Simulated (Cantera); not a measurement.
A perfectly stirred reactor is fed with 16.0 % H2, 84.0 % O2, equivalence ratio 0.095, at 0.00850 bar; it is held at 1350 K, and followed from long to short residence time.

Model: the H2/O2 subset of GRI-Mech 3.0, which has no nitrogen chemistry, integrated in Cantera. Radical loss at walls, strong at low pressure, is not modelled. The temperature is held fixed by assumption; the heat of reaction is taken as removed at once.

One state of this run: x H2 = 0.00241; x O2 = 0.800; x O = 0.0223; x H2O = 0.160; x H2O2 = 1.24e-7; x H = 0.00662; x HO2 = 3.09e-6. x: mole fraction; the columns are a selection and need not sum to one.

Question: Which value of τ (s) does it belong to?
A. 0.0029
B. 0.21
C. 0.038
D. 0.089

Answer: B, 0.21
